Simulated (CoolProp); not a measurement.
Saturation properties of chlorine (Tc = 416.9 K, pc = 7.642 MPa, ω = 0.070).

Computed with CoolProp (reference Helmholtz-energy equation of state, Thol 2021).

```tsv
T (K)	p (MPa)	liquid density (kg/m³)	vapour density (kg/m³)	enthalpy of vaporisation (kJ/kg)	liquid cp (kJ/(kg K))
227.5	0.05875	1596	2.242	293.5	0.9382
235.3	0.08507	1574	3.157	289.2	0.9397
243	0.1194	1553	4.321	284.8	0.9420
250.8	0.1645	1531	5.810	280.2	0.9454
258.6	0.2218	1510	7.664	275.5	0.9498
266.3	0.2922	1488	9.906	270.6	0.9554
274.1	0.3797	1465	12.65	265.4	0.9623
281.9	0.4857	1442	15.94	260.0	0.9706
289.6	0.6107	1419	19.79	254.5	0.9802
297.4	0.7601	1395	24.37	248.5	0.9916
305.1	0.9324	1371	29.65	242.3	1.005
312.9	1.134	1346	35.87	235.7	1.020
```

It boils at 239.2 K under 1 atm.
